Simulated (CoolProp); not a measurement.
Saturation properties of R113.

Computed with CoolProp (reference Helmholtz-energy equation of state, Marx 1992).

| T (K) | p (MPa) | liquid density (kg/m³) | vapour density (kg/m³) | enthalpy of vaporisation (kJ/kg) | liquid cp (kJ/(kg K)) | surface tension (mN/m) |
|---|---|---|---|---|---|---|
| 305 | 0.05828 | 1547 | 4.428 | 149.3 | 0.9244 | 16.4 |
| 315.5 | 0.08490 | 1521 | 6.292 | 146.0 | 0.9349 | 15.3 |
| 325.9 | 0.1199 | 1495 | 8.691 | ___ | 0.9459 | 14.1 |
| 336.3 | 0.1651 | 1469 | 11.75 | 139.2 | 0.9574 | 13.0 |
| 346.8 | 0.2231 | 1442 | 15.63 | 135.5 | 0.9699 | 11.9 |
| 357.2 | 0.2947 | 1414 | 20.39 | 131.7 | 0.9831 | 10.8 |
| 367.6 | 0.3824 | 1385 | 26.23 | 127.7 | 0.9974 | 9.74 |
| 378.1 | 0.4897 | 1354 | 33.42 | 123.3 | 1.013 | 8.69 |
| 388.5 | 0.6167 | ___ | 42.05 | 118.8 | 1.031 | 7.68 |
| 398.9 | 0.7667 | 1289 | 52.47 | 113.8 | 1.052 | 6.69 |
| 409.4 | 0.9440 | 1254 | 65.18 | ___ | 1.076 | 5.72 |
| 419.8 | 1.148 | 1216 | 80.44 | ___ | 1.106 | 4.79 |

Problem. Fill in the missing entries.

Solution. 
- 325.9, enthalpy of vaporisation (kJ/kg): 142.6
- 388.5, liquid density (kg/m³): 1323
- 409.4, enthalpy of vaporisation (kJ/kg): 108.4
- 419.8, enthalpy of vaporisation (kJ/kg): 102.6

It boils at 320.7 K under 1 atm.

Surface tension comes from a separate correlation (Mulero 2012).
